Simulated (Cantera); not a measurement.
Cantera with NASA thermochemical tables; ideal gases at 1 bar, condensed phases pure. Values are per mole of reaction as written; species without (g) are pure solids or liquids, kept so even where they would boil at 1 bar.

Task: Between 1973 and 2223 K, where is each reaction favourable under standard conditions?
- O₃(g) + 2 BF₃(g) ⇌ B₂O₃(g) + 6 F(g)

Result: 
- O₃(g) + 2 BF₃(g) ⇌ B₂O₃(g) + 6 F(g): ΔG° is 735 kJ at 1973 K and 600 kJ at 2223 K; it stays positive (K < 1). ΔH° is 1801 kJ and ΔS° 540 J/K at 2223 K.
